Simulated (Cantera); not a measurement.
## Transport properties of process gases

Gas mixture: N2O = 0.89 (molar parts), at 1.01 bar, frozen composition.

Cantera's kinetic-theory transport with the Lennard-Jones parameters of GRI-Mech 3.0, ideal gas; thermal conductivity in the mixture-averaged form. The composition is frozen, though it would react at the higher temperatures.

```
T (K)  ρ (kg/m³)  cp (J/kg/K)  μ (µPa s)  λ (mW/m/K)     Pr  D (cm²/s) N2  D (cm²/s) CO2  D (cm²/s) CH4
-----  ---------  -----------  ---------  ----------  -----  ------------  -------------  -------------
400         1.34        970.3       19.5        25.5  0.741         0.264          0.192          0.291
650        0.825         1127       29.1        44.4  0.739         0.617          0.467          0.690
900        0.596         1227       37.1        61.5  0.740          1.08          0.828           1.21
1150       0.466         1285       44.1        77.1  0.736          1.62           1.26           1.83
1400       0.383         1327       50.5        91.4  0.733          2.26           1.77           2.55
1650       0.325         1359       56.4         105  0.732          2.97           2.33           3.36
```
D: mixture-averaged diffusion coefficient of that species in the mixture.
